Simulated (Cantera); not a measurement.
Charge: 1 mol MgO, a varied amount of C, 1.1 mol H2, held at 1773.15 K and 31.0 Pa.

Equilibrium computed with Cantera from the NASA thermochemical tables; the gas is ideal and each condensed phase is pure. Candidate condensed phases: C, C6H6, C7H8, C8H18, H2O, Mg, MgCO3, MgO, Mg(OH)2; 116 gas species. The numbers say what is thermodynamically allowed, not how fast it happens.

Question: What share of the Mg ends up in condensed phases as a function of n(C) (mol), at 0.42, 0.55, 0.72, 0.94, 1.2, 1.6, 2.1, 2.7?

Answer: 
| n(C) (mol) | Mg condensed (%) | as |
|---|---|---|
| 0.42 | 57.3 | MgO(s) |
| 0.55 | 44.4 | MgO(s) |
| 0.72 | 27.4 | MgO(s) |
| 0.94 | 5.5 | MgO(s) |
| 1.2 | 0.0 | - |
| 1.6 | 0.0 | - |
| 2.1 | 0.0 | - |
| 2.7 | 0.0 | - |
